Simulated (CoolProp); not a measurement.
A Linde-Hampson liquefier for oxygen: isothermal reversible compression at 200 K from 1 atm to 5 MPa, throttling to 1 atm, return gas leaving the recuperator 5 K below the feed. Each further row changes one setting.

The numbers come from the reference Helmholtz-energy equation of state, Schmidt 1985 in CoolProp.

| case | liquid yield per pass | compression work (kJ/kg of gas) |
|---|---|---|
| as stated | … | 195 |
| high pressure 10 MPa | … | 223 |
| warm-end temperature 230 K | 0.046 | … |
| warm-end gap 10 K | … | 195 |

Problem. Fill in the missing entries.

Solution. 
- as stated, liquid yield per pass: 0.074
- high pressure 10 MPa, liquid yield per pass: 0.183
- warm-end temperature 230 K, compression work (kJ/kg of gas): 228
- warm-end gap 10 K, liquid yield per pass: 0.060
